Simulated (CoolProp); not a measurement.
R1132(E) at 293.15 K and 0.44 MPa is throttled through a valve to 0.0852 MPa with no heat exchange. Each further row changes one setting.

Model: reference Helmholtz-energy equation of state, Akasaka 2024, in CoolProp.

```tsv
case	temperature change (K)	final density (kg/m³)
as stated	___	___
outlet pressure 0.0256 MPa	___	___
outlet pressure 0.111 MPa	___	___
```

Problem. What belongs in the gaps?

Solution. 
- as stated, temperature change (K): -6.2
- as stated, final density (kg/m³): 2.31
- outlet pressure 0.0256 MPa, temperature change (K): -7.3
- outlet pressure 0.0256 MPa, final density (kg/m³): 0.692
- outlet pressure 0.111 MPa, temperature change (K): -5.8
- outlet pressure 0.111 MPa, final density (kg/m³): 3.02
